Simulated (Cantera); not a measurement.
A closed system holds: 1 mol V₂O₅, 160 mol H₂, 0.069 mol H₂O, at 1225 °C and 1.00 Torr.

These are equilibrium values from Cantera (NASA tables, ideal gas, pure condensed phases), not measurements of a reactor. Candidate condensed phases: H₂O, V, VO, V₂O₃, V₂O₄, V₂O₅; 12 gas species. Condensed phases not in the tables: the oxides between V₂O₃ and V₂O₅ other than VO₂. Kinetics and transport are ignored.

Base state: H₂ 0.987, H₂O 0.0129, H 0.000467 (mole fractions); condensed: V₂O₃(s).

**Question.** What changes in the equilibrium state with this change: temperature from 1225 °C to 2000 °C?

**Answer.** 
```json
[
 {"species": "H₂", "before": "0.987", "after": "0.775"},
 {"species": "H", "before": "0.000467", "after": "0.203"},
 {"species": "H₂O", "before": "0.0129", "after": "0.0105"},
 {"species": "VO₂", "before": "5.22e-7", "after": "0.00636"},
 {"species": "V", "before": "<1e-9", "after": "0.000373"},
 {"species": "VO", "before": "1.98e-8", "after": "0.00435"},
 {"species": "V₂O₃(s), mol", "before": "1.000", "after": "0"}
]
```
